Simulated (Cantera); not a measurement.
A closed system holds: 1 mol SiCl₄, 0.0071 mol C₃H₈, 14 mol H₂, held at 2.25 Torr.

Equilibrium computed with Cantera from the NASA thermochemical tables; the gas is ideal and each condensed phase is pure. Candidate condensed phases: C, C₆H₆, C₇H₈, C₈H₁₈, Si, SiC; 109 gas species. Mutual solubility and eutectic melting of coexisting phases are not modelled. The tables' values for SiCl, SiCl₃ are old estimates; treat these amounts as uncertain. Gases not in the tables: Si₂H₆ and higher silanes. Equilibrium is a limit: real reactors are often held back by kinetics, nucleation or transport.

x: gas mole fraction; n: condensed amount in mol.

| T (°C) | x H₂ | x H | x HCl | x SiCl₂ | x Si | x Cl | x SiCl | n Si(s) | n SiC(s) |
|---|---|---|---|---|---|---|---|---|---|
| 1100 | 0.814 | 5.48e-5 | 0.126 | 0.0564 | 1.29e-7 | 7.05e-6 | 2.36e-6 | 0.0211 | 0.0213 |
| 1200 | 0.813 | ___ | 0.126 | 0.0596 | ___ | ___ | 1.25e-5 | 0 | 0.0213 |
| 1300 | 0.812 | 0.000669 | 0.127 | 0.0602 | 1.65e-5 | 8.29e-5 | 5.12e-5 | 0 | 0.0213 |
| 1400 | 0.810 | 0.00187 | 0.127 | 0.0602 | 0.000117 | 0.000229 | 0.000176 | 0 | 0.0213 |
| 1500 | 0.806 | 0.00466 | 0.128 | 0.0594 | 0.000644 | 0.000570 | 0.000513 | 0 | 0.0212 |
| 1600 | 0.796 | 0.0105 | 0.132 | 0.0561 | 0.00269 | 0.00132 | 0.00125 | 0 | 0.0206 |
| 1700 | 0.774 | 0.0217 | 0.141 | 0.0485 | 0.00801 | 0.00296 | 0.00239 | 0 | 0.0180 |
| 1800 | 0.739 | ___ | 0.155 | ___ | ___ | ___ | 0.00354 | 0 | ___ |
| 1900 | 0.690 | 0.0732 | 0.167 | 0.0234 | 0.0274 | 0.0129 | 0.00417 | 0 | 0 |
| 2000 | 0.631 | 0.122 | 0.169 | 0.0123 | 0.0368 | 0.0236 | 0.00400 | 0 | 0 |
| 2100 | 0.561 | 0.191 | 0.158 | 0.00529 | 0.0423 | 0.0384 | 0.00318 | 0 | 0 |

Task: Some entries are withheld; supply them.

Result: 
- 1200, x H: 0.000208
- 1200, x Si: 1.77e-6
- 1200, x Cl: 2.61e-5
- 1800, x H: 0.0413
- 1800, x SiCl₂: 0.0366
- 1800, x Si: 0.0169
- 1800, x Cl: 0.00641
- 1800, n SiC(s): 0.00963
